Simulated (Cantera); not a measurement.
A Cantera script and its output.

```python
import numpy as np
import cantera as ct

gas = ct.Solution("gri30.yaml")


def delay(T, t_max=10):
    gas.TPX = T, 101325, {'C3H8': 1, 'O2': 2.63, 'N2': 9.89}
    reactor = ct.IdealGasReactor(gas, clone=False)
    net = ct.ReactorNet([reactor])
    net.rtol, net.atol = 1e-8, 1e-16
    while net.time < t_max:
        t_old, T_old = net.time, reactor.T
        net.step()
        if reactor.T > T + 400:  # ignition: a rise of 400 K
            return t_old + (T + 400 - T_old) / (reactor.T - T_old) * (net.time - t_old)
    return np.nan


taus = []
for T in [1175, 1225, 1275, 1325, 1375, 1425, 1475, 1525, 1575]:
    taus.append(delay(T))
    print(f"T0 = {T:6g} K   tau = {taus[-1]:.4e} s")
```

Result:

```
T0 =   1175 K   tau = 9.8473e-03 s
T0 =   1225 K   tau = 3.5540e-03 s
T0 =   1275 K   tau = 1.4167e-03 s
T0 =   1325 K   tau = 6.2550e-04 s
T0 =   1375 K   tau = 3.0491e-04 s
T0 =   1425 K   tau = 1.6299e-04 s
T0 =   1475 K   tau = 9.4722e-05 s
T0 =   1525 K   tau = 5.9278e-05 s
T0 =   1575 K   tau = 3.9564e-05 s
```

Detailed kinetics in Cantera: GRI-Mech 3.0 (53 species, 325 reactions). GRI-Mech 3.0 was tuned for natural gas; its chemistry of propane as a main component is partial and can be far from experiment.
